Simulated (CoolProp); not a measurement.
Vapour-liquid equilibrium of ethanol (1) + toluene (2) at 7.79 bar; x and y are mole fractions of (1).

Computed with CoolProp (multi-fluid Helmholtz-energy mixture model, Schroeder 2014 and Lemmon 2006; pair parameters Bell 2016).

```csv
x,bubble temperature (K),y at the bubble point,dew temperature at overall composition x (K),liquid density (mol/L)
0.05,456.8,0.284,…,7.678
0.125,440.9,0.493,467.4,8.097
0.2,432.4,0.593,462.5,8.452
0.275,427.4,0.650,…,8.792
0.35,424.2,0.688,452.0,9.144
0.425,422.1,0.716,446.3,9.523
0.5,420.4,0.740,440.3,…
0.575,419.0,0.765,433.9,…
0.65,417.8,0.791,427.4,10.93
0.725,416.7,0.821,421.4,11.52
0.8,415.8,0.857,417.4,12.19
0.875,415.0,0.902,415.4,12.94
0.95,414.5,0.957,414.5,13.77
```

Q: Fill in the missing entries.

A: 
- 0.05, dew temperature at overall composition x (K): 472.2
- 0.275, dew temperature at overall composition x (K): 457.4
- 0.5, liquid density (mol/L): 9.942
- 0.575, liquid density (mol/L): 10.41

No azeotrope shows between x = 0.05 and 0.95.

Pair parameters are fitted to limited data, so mixtures are less certain than the pure fluids.
